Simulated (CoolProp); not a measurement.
Fluoroethane (R161) at 298.15 K and 0.233 MPa is compressed adiabatically to 1.54 MPa with isentropic efficiency 0.7. Each further row changes one setting.

Values from CoolProp's reference Helmholtz-energy equation of state, Wu 2012.

| case | work (kJ/kg) | final temperature (K) | final density (kg/m³) |
|---|---|---|---|
| as stated | 149 | 413.1 | 23.5 |
| efficiency 1 | 104 | 386.7 | 25.7 |
| efficiency 0.65 | 160 | 419.8 | 23.0 |
